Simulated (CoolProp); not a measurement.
A Linde-Hampson liquefier for ethane: isothermal reversible compression at 320 K from 1 atm to 40 MPa, throttling to 1 atm, return gas leaving the recuperator 2 K below the feed. Each further row changes one setting.

The numbers come from the reference Helmholtz-energy equation of state, Bücker 2006 in CoolProp.

| case | liquid yield per pass | compression work (kJ/kg of gas) |
|---|---|---|
| as stated | 0.458 | 414 |
| high pressure 80 MPa | … | … |
| warm-end temperature 350 K | 0.389 | … |
| warm-end gap 7 K | … | 414 |

Q: Some entries are withheld; supply them.

A: 
- high pressure 80 MPa, liquid yield per pass: 0.407
- high pressure 80 MPa, compression work (kJ/kg of gas): 499
- warm-end temperature 350 K, compression work (kJ/kg of gas): 482
- warm-end gap 7 K, liquid yield per pass: 0.451
